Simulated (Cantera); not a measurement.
Cantera with NASA thermochemical tables; ideal gases at 1 bar, condensed phases pure. Values are per mole of reaction as written; species without (g) are pure solids or liquids, kept so even where they would boil at 1 bar. VN: taken at fixed stoichiometry.

V₂O₅ + N₂O(g) → 2 VN + 2 O₃(g)

```tsv
T (K)	ΔH° (kJ)	ΔS° (J/K)	ΔG° (kJ)	log10 K	condensed phases
598	___	___	___	___	V₂O₅(s), VN(s)
798	1308.7	183.3	1162.4	-76.09	V₂O₅(s), VN(s)
998	___	___	___	___	V₂O₅(l), VN(s)
1198	1234.6	105.3	1108.5	-48.33	V₂O₅(l), VN(s)
1398	1230.3	101.9	1087.8	-40.64	V₂O₅(l), VN(s)
1598	___	___	___	___	V₂O₅(l), VN(s)
```

Problem. Fill in the missing entries.

Solution. 
- 598, ΔH° (kJ): 1312.6
- 598, ΔS° (J/K): 188.9
- 598, ΔG° (kJ): 1199.6
- 598, log10 K: -104.78
- 998, ΔH° (kJ): 1239.8
- 998, ΔS° (J/K): 110.0
- 998, ΔG° (kJ): 1130.0
- 998, log10 K: -59.14
- 1598, ΔH° (kJ): 1227.5
- 1598, ΔS° (J/K): 100.0
- 1598, ΔG° (kJ): 1067.6
- 1598, log10 K: -34.90
